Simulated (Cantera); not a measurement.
What does this Cantera script print?

```python
import numpy as np
import cantera as ct

gas_names = """
    B BCL BCL2 BCL3 BH BH2 BH3 BO BOCL BO2 B2 B2O B2O2 B2O3 B3O3CL3 B3O3H3 CL CLO CL2 H HBO HBO2 HCL
    HOCL HO2 H2 H2O H2O2 H3B3O6 O OH O2 O3
""".split()
cond_names = """
    B(b) B(L) B2O3(L) B3O3H3(cr) H2O(s) H2O(L)
""".split()


def load(file, names, dense=False):
    # The tables refer to 1 bar. Condensed volumes are neglected.
    table = {s.name: s for s in ct.Species.list_from_file(file)}
    out = []
    for n in names:
        d = dict(table[n].input_data)
        d["thermo"] = dict(d["thermo"], **{"reference-pressure": 1e5})
        if dense:
            d["equation-of-state"] = {"model": "constant-volume", "density": "1e6 g/cm^3"}
        out.append(ct.Species.from_dict(d))
    return out


gas = ct.Solution(thermo="ideal-gas", species=load("nasa_gas.yaml", gas_names))
cond = {s.name: ct.Solution(thermo="fixed-stoichiometry", species=[s], name=s.name)
        for s in load("nasa_condensed.yaml", cond_names, dense=True)}
atoms = {
    'BCl3': {'B': 1, 'CL': 3},
    'H2O': {'H': 2, 'O': 1},
    'H2': {'H': 2},
}
top_T = {}  # K; cautious upper limits of use, not melting points


def equilibrate(T, P, feed):
    n = {}
    for name, mol in feed.items():
        for a, k in atoms[name].items():
            n[a] = n.get(a, 0.0) + k * mol
    gas.TPX = T, P, n
    mass = sum(n.values()) * gas.mean_molecular_weight
    gas.equilibrate("TP")
    valid = [c for c in cond.values() if c.min_temp <= T <= top_T.get(c.name, c.max_temp)]
    mix = ct.Mixture([(gas, mass / gas.mean_molecular_weight)] + [(c, 0.0) for c in valid])
    mix.T, mix.P = T, P
    mix.equilibrate("TP", solver="vcs", rtol=1e-11, max_steps=5000)
    return mix


results = []
T = 875  # K
P = 750  # Pa
for m in [0.31, 0.38, 0.48, 0.59, 0.73, 0.91, 1.1, 1.4]:
    feed = {'BCl3': 1, 'H2O': 0.063, 'H2': m}  # mol
    mix = equilibrate(T, P, feed)
    results.append((T, P, feed, dict(zip(mix.species_names, mix.species_moles))))
    x = sorted(zip(gas.X, gas.species_names), reverse=True)
    print(f"T = {T:g} K  P = {P:g} Pa  n(H2) = {m:g} mol  gas = {mix.phase_moles(0):.4g} mol")
    print("   x: " + "  ".join(f"{s} {v:.3e}" for v, s in x if v > 0.001))
    print("   condensed (mol): " + ("  ".join(f"{mix.phase(i).name} {mix.phase_moles(i):.4g}"
          for i in range(1, mix.n_phases) if mix.phase_moles(i) > 1e-12) or "none"))
```

Result:

```
T = 875 K  P = 750 Pa  n(H2) = 0.31 mol  gas = 1.394 mol
   x: BCL3 6.722e-01  H2 2.224e-01  HCL 9.039e-02  B3O3CL3 1.506e-02
   condensed (mol): none
T = 875 K  P = 750 Pa  n(H2) = 0.38 mol  gas = 1.464 mol
   x: BCL3 6.400e-01  H2 2.596e-01  HCL 8.608e-02  B3O3CL3 1.434e-02
   condensed (mol): none
T = 875 K  P = 750 Pa  n(H2) = 0.48 mol  gas = 1.564 mol
   x: BCL3 5.991e-01  H2 3.069e-01  HCL 8.058e-02  B3O3CL3 1.342e-02
   condensed (mol): none
T = 875 K  P = 750 Pa  n(H2) = 0.59 mol  gas = 1.674 mol
   x: BCL3 5.597e-01  H2 3.524e-01  HCL 7.531e-02  B3O3CL3 1.253e-02
   condensed (mol): none
T = 875 K  P = 750 Pa  n(H2) = 0.73 mol  gas = 1.816 mol
   x: BCL3 5.135e-01  H2 3.983e-01  HCL 7.668e-02  B3O3CL3 1.155e-02
   condensed (mol): B(b) 0.004396
T = 875 K  P = 750 Pa  n(H2) = 0.91 mol  gas = 1.999 mol
   x: BCL3 4.635e-01  H2 4.474e-01  HCL 7.855e-02  B3O3CL3 1.049e-02
   condensed (mol): B(b) 0.01031
T = 875 K  P = 750 Pa  n(H2) = 1.1 mol  gas = 2.192 mol
   x: H2 4.907e-01  BCL3 4.201e-01  HCL 7.961e-02  B3O3CL3 9.558e-03
   condensed (mol): B(b) 0.01612
T = 875 K  P = 750 Pa  n(H2) = 1.4 mol  gas = 2.496 mol
   x: H2 5.459e-01  BCL3 3.655e-01  HCL 8.016e-02  B3O3CL3 8.387e-03
   condensed (mol): B(b) 0.02464
```

Cantera equilibrium calculation (NASA polynomials, part measured and part estimated; ideal gas, pure solids and liquids). Gases not in the tables: BHCl2.
